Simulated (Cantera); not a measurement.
An adiabatic, constant-pressure homogeneous reactor starts with CO : H2 : CH4 : O2 : N2 = 1 : 0.35 : 1.1 : 1.69 : 18 (molar parts), equivalence ratio 1.7, at 1350 K and 1.38 atm.

Computed with Cantera and GRI-Mech 3.0 (53 species, 325 reactions).

One state of this run: T (K) = 2080; x CO = 0.0663; x H2 = 0.0382; x CH4 = 2.57e-12; x C2H6 = <1e-12; x O = 8.76e-7. x: mole fraction; the columns are a selection and need not sum to one.

Which value of t (s) does it belong to?
(A) 0.000116
(B) 0.00224
(C) 1.26e-5
(D) 0.400

D, 0.400
